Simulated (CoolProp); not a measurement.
Decamethyltetrasiloxane (MD2M) at several states: Z from the reference equation and from simpler models built on Tc = 599.4 K, pc = 11.44 bar, ω = 0.635; each cubic takes its own stable root.

Values from CoolProp's reference Helmholtz-energy equation of state, Thol 2017.

```tsv
T (K)	p (bar)	phase	reference	van der Waals	Redlich-Kwong	Peng-Robinson
263	0.837	liquid	0.01345	0.02461	0.01653	0.01410
229.6	12.4	liquid	0.2196	0.4033	0.2720	0.2349
305.2	0.598	liquid	0.008699	0.01573	0.01060	0.008918
```
